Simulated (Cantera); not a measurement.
Cantera run:

```python
import numpy as np
import cantera as ct

gas_names = """
    H HO2 H2 H2O H2O2 O OH O2 O3
""".split()
cond_names = """
    H2O(s) H2O(L)
""".split()


# ... load() reads the species with a 1 bar reference pressure and builds the phases ...
atoms = {
    'H2O': {'H': 2, 'O': 1},
    'O2': {'O': 2},
    'H2': {'H': 2},
}
top_T = {}  # K; cautious upper limits of use, not melting points


# ... equilibrate(T, P, feed) seeds the gas with the atoms and calls Mixture.equilibrate('TP', solver="vcs", rtol=1e-11, max_steps=5000) ...
results = []
feed = {'H2O': 1, 'O2': 3.2, 'H2': 0.35}  # mol
T = 1823.15  # K
for P in [10, 84, 710, 6000, 50000, 420000, 3600000, 30000000]:
    mix = equilibrate(T, P, feed)
    results.append((T, P, feed, dict(zip(mix.species_names, mix.species_moles))))
    x = sorted(zip(gas.X, gas.species_names), reverse=True)
    print(f"T = {T:g} K  P = {P:g} Pa  gas = {mix.phase_moles(0):.4g} mol")
    print("   x: " + "  ".join(f"{s} {v:.3e}" for v, s in x if v > 1e-05))
    print("   condensed (mol): " + ("  ".join(f"{mix.phase(i).name} {mix.phase_moles(i):.4g}"
          for i in range(1, mix.n_phases) if mix.phase_moles(i) > 1e-12) or "none"))
```

Result:

```
T = 1823.15 K  P = 10 Pa  gas = 4.435 mol
   x: O2 6.731e-01  H2O 2.919e-01  OH 1.810e-02  O 1.239e-02  H2 2.372e-03  H 2.112e-03
   condensed (mol): none
T = 1823.15 K  P = 84 Pa  gas = 4.4 mol
   x: O2 6.832e-01  H2O 3.004e-01  OH 1.083e-02  O 4.308e-03  H2 8.357e-04  H 4.327e-04
   condensed (mol): none
T = 1823.15 K  P = 710 Pa  gas = 4.386 mol
   x: O2 6.875e-01  H2O 3.042e-01  OH 6.400e-03  O 1.486e-03  H2 2.902e-04  H 8.771e-05
   condensed (mol): none
T = 1823.15 K  P = 6000 Pa  gas = 4.381 mol
   x: O2 6.894e-01  H2O 3.062e-01  OH 3.768e-03  O 5.121e-04  H2 1.003e-04  H 1.774e-05
   condensed (mol): none
T = 1823.15 K  P = 50000 Pa  gas = 4.378 mol
   x: O2 6.903e-01  H2O 3.072e-01  OH 2.222e-03  O 1.775e-04  H2 3.485e-05
   condensed (mol): none
T = 1823.15 K  P = 420000 Pa  gas = 4.377 mol
   x: O2 6.908e-01  H2O 3.078e-01  OH 1.307e-03  O 6.127e-05  H2 1.204e-05
   condensed (mol): none
T = 1823.15 K  P = 3.6e+06 Pa  gas = 4.376 mol
   x: O2 6.911e-01  H2O 3.081e-01  OH 7.643e-04  O 2.093e-05  HO2 1.367e-05
   condensed (mol): none
T = 1823.15 K  P = 3e+07 Pa  gas = 4.375 mol
   x: O2 6.912e-01  H2O 3.083e-01  OH 4.500e-04  HO2 2.324e-05
   condensed (mol): none
```

These are equilibrium values from Cantera (NASA tables, ideal gas, pure condensed phases), not measurements of a reactor. The ideal-gas law is rough above about 30 bar.
